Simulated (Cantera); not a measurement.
Input: 1 mol trisilylamine, 1.4 mol N2, at 725 K and 0.000370 bar.

Equilibrium computed with Cantera from the NASA thermochemical tables; the gas is ideal and each condensed phase is pure. Candidate condensed phases: Si, Si3N4; 18 gas species. The feed counts by its element totals alone. Equilibrium is a limit: real reactors are often held back by kinetics, nucleation or transport.

Base state: H2 1.00 (mole fractions); condensed: Si(s) + Si3N4(s).

Question: What changes in the equilibrium state with this change: temperature from 725 K to 1773.15 K?

Answer: 
| species | before | after |
|---|---|---|
| H2 | 1.00 | 0.688 |
| N2 | <1e-9 | 0.293 |
| H | <1e-9 | 0.0123 |
| Si | <1e-9 | 0.00577 |
| SiH | <1e-9 | 0.000114 |
| Si2N | <1e-9 | 4.78e-5 |
| Si2 | <1e-9 | 3.21e-5 |
| Si(s), mol | 0.150 | 0 |
| Si3N4(s), mol | 0.950 | 0 |
| Si(l), mol | 0 | 2.96 |
The tables' values for SiN are old estimates; treat these amounts as uncertain. Gases not in the tables: Si2H6 and higher silanes.
